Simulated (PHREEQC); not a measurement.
Solution (10 °C): 0.0047 mol/kgw Na3PO4. Closed to the air; pH follows from the charge balance.

All values are PHREEQC results (ion-association model, phreeqc.dat), not measurements.

Task: The ionic strength comes out as 0.0222 mol/kgw. What activity coefficients do NaHPO4-, Na+, OH-, PO4-3, HPO4-2 get?

Result: NaHPO4- 0.87, Na+ 0.87, OH- 0.86, PO4-3 0.28, HPO4-2 0.58.

This is a speciation only: nothing precipitates in the calculation. Constants without temperature data keep their 25 °C values here.
